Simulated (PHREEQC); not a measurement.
2.5 g of hydrous ferric oxide (600 m²/g; 0.2 weak and 0.005 strong sites per Fe, Dzombak-Morel constants, diffuse double layer) in 1 kg of water with 0.1 mol/kgw of an inert sodium salt and 0.91 mmol/kgw H3BO3 and 9.7 mmol/kgw ZnSO4, at 25 °C; the pH is set by adding NaOH or the inert anion's acid. Oxygen alone is held at its pressure in air (log pO2 = -0.68). CO2 from the air is kept out. Precipitation was switched off in this run.

Computed with PHREEQC (ion-association model, wateq4f.dat).

| pH | B sorbed (%) | S sorbed (%) | Zn sorbed (%) | surface charge σ (C/m²) | surface potential ψ (mV) |
|---|---|---|---|---|---|
| 4 | 0.0 | 24.2 | 0.2 | 0.065 | 63 |
| 4.38 | 0.0 | 23.9 | 0.7 | 0.065 | ? |
| 4.75 | 0.0 | 23.4 | 1.4 | 0.064 | 61 |
| 5.12 | 0.1 | 22.3 | ? | 0.061 | ? |
| 5.5 | 0.2 | 20.3 | 5.8 | ? | 58 |
| 5.88 | 0.3 | 17.8 | 16.0 | 0.057 | 58 |
| 6.25 | 0.3 | 15.8 | 28.7 | 0.061 | 61 |
| 6.62 | 0.2 | 14.7 | 36.7 | 0.069 | 66 |
| 7 | 0.1 | 14.1 | 40.6 | ? | 72 |
| 7.38 | 0.1 | 13.4 | 42.5 | 0.092 | 79 |
| 7.75 | 0.0 | 12.4 | 43.6 | 0.104 | ? |
| 8.12 | 0.0 | 11.0 | 44.1 | 0.116 | 90 |
| 8.5 | 0.0 | ? | 43.8 | 0.123 | 93 |
| 8.88 | 0.0 | 6.3 | 42.0 | 0.116 | 90 |
| 9.25 | 0.0 | 3.1 | 38.7 | 0.095 | ? |
| 9.62 | 0.0 | 1.0 | 35.5 | 0.068 | 65 |
| 10 | 0.0 | 0.2 | 33.0 | 0.043 | 46 |

Problem. Complete the blanks.

Solution. 
- 4.38, surface potential ψ (mV): 62
- 5.12, Zn sorbed (%): 2.3
- 5.12, surface potential ψ (mV): 60
- 5.5, surface charge σ (C/m²): 0.059
- 7, surface charge σ (C/m²): 0.080
- 7.75, surface potential ψ (mV): 85
- 8.5, S sorbed (%): 9.0
- 9.25, surface potential ψ (mV): 81

Along this series the solution becomes supersaturated in solids that the run did not let form, among them Zn(OH)2-a, Zn4(OH)6SO4.
